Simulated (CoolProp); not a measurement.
Vapour-liquid equilibrium of ethylbenzene (1) + o-xylene (2) at 0.00316 MPa; x and y are mole fractions of (1).

Values from CoolProp's multi-fluid Helmholtz-energy mixture model, Zhou 2012 and Zhou 2012; pair parameters Bell 2016.

Question: Give the bubble temperature and the first vapour's composition at x = 0.125, 0.275, 0.725. Is there an azeotrope?

Answer: x = 0.125: 320.6 K, y = 0.167; x = 0.275: 319.4 K, y = 0.350; x = 0.725: 316.4 K, y = 0.783. No azeotrope shows between x = 0.05 and 0.95.

The pair parameters rest on a limited set of measurements; away from them the model extrapolates.
